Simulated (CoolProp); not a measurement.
Dry air at 293.15 K and 7.51 MPa flows at 0.55 m/s in a round tube of 25 mm bore and 0.25 µm roughness, fully developed (64/Re and Nu = 3.66 if laminar; Colebrook and Gnielinski if turbulent). Each further row changes one setting.

Values from CoolProp's reference Helmholtz-energy equation of state, Lemmon 2000. It is a pseudo-pure fit of the blend.

```csv
case,Reynolds number,Darcy friction factor,pressure drop (Pa/m),heat-transfer coefficient (W/(m² K)),mass flow (kg/h)
as stated,(withheld),(withheld),(withheld),(withheld),(withheld)
velocity 1.1 m/s,126000,0.0172,(withheld),266,(withheld)
diameter 50 mm,126000,0.0172,4.70,133,(withheld)
```

**Question.** What belongs in the gaps?

**Answer.** 
- as stated, Reynolds number: 63100
- as stated, Darcy friction factor: 0.0199
- as stated, pressure drop (Pa/m): 10.9
- as stated, heat-transfer coefficient (W/(m² K)): 154
- as stated, mass flow (kg/h): 87.9
- velocity 1.1 m/s, pressure drop (Pa/m): 37.7
- velocity 1.1 m/s, mass flow (kg/h): 176
- diameter 50 mm, mass flow (kg/h): 352

Viscosity comes from a separate model (Lemmon 2004). Thermal conductivity comes from a separate model (Lemmon 2004).
